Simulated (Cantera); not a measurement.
Adiabatic ignition

An adiabatic, constant-volume homogeneous reactor starts with 3.91 % CH4, 19.6 % O2, 73.6 % N2, 2.94 % H2O, equivalence ratio 0.40, at 1250 K and 0.620 bar.

Cantera simulation using GRI-Mech 3.0 (53 species, 325 reactions); the numbers are that mechanism's predictions, not measurements.

| t (s) | T (K) | P (bar) | x CH4 | x O2 | x H2O | x HO2 | x N2O |
|---|---|---|---|---|---|---|---|
| 1.00e-6 | 1250 | 0.620 | 0.0391 | 0.196 | 0.0294 | 5.44e-10 | <1e-12 |
| 2.40e-6 | 1250 | 0.620 | 0.0391 | 0.196 | 0.0294 | 1.30e-9 | <1e-12 |
| 5.75e-6 | 1250 | 0.620 | 0.0391 | 0.196 | 0.0294 | 3.13e-9 | <1e-12 |
| 1.38e-5 | 1250 | 0.620 | 0.0391 | 0.196 | 0.0294 | 7.50e-9 | <1e-12 |
| 3.31e-5 | 1250 | 0.620 | 0.0391 | 0.196 | 0.0294 | 1.79e-8 | <1e-12 |
| 7.94e-5 | 1250 | 0.620 | 0.0391 | 0.196 | 0.0294 | 4.27e-8 | <1e-12 |
| 0.000190 | 1250 | 0.620 | 0.0391 | 0.196 | 0.0294 | 1.01e-7 | <1e-12 |
| 0.000457 | 1250 | 0.620 | 0.0391 | 0.196 | 0.0294 | 2.31e-7 | <1e-12 |
| 0.00110 | 1250 | 0.620 | 0.0391 | 0.196 | 0.0294 | 4.92e-7 | 3.43e-12 |
| 0.00263 | 1250 | 0.620 | 0.0391 | 0.196 | 0.0294 | 7.89e-7 | 1.62e-11 |
| 0.00630 | 1251 | 0.620 | 0.0390 | 0.196 | 0.0294 | 1.35e-6 | 6.73e-11 |
| 0.0151 | 1256 | 0.623 | 0.0382 | 0.195 | 0.0301 | 6.16e-6 | 4.85e-10 |
| 0.0362 | 2253 | 1.12 | <1e-12 | 0.115 | 0.104 | 4.71e-6 | 5.27e-7 |
| 0.0869 | 2247 | 1.12 | <1e-12 | 0.114 | 0.104 | 4.58e-6 | 5.24e-7 |
| 0.208 | 2238 | 1.11 | <1e-12 | 0.112 | 0.104 | 4.40e-6 | 5.29e-7 |
| 0.500 | 2233 | 1.11 | <1e-12 | 0.111 | 0.104 | 4.29e-6 | 5.36e-7 |
x: mole fraction; the columns are a selection and need not sum to one.

```json
{
 "time_of_steepest_temperature_rise": "21.7 ms",
 "temperature at 0.500 s": "2233 K",
 "equilibrium_temperature": "2232 K",
 "x(CH4) at 0.500 s": "<1e-12 (gas-phase equilibrium <1e-12)",
 "x(O2) at 0.500 s": "0.111 (gas-phase equilibrium 0.111)",
 "x(H2O) at 0.500 s": "0.104 (gas-phase equilibrium 0.104)"
}
```
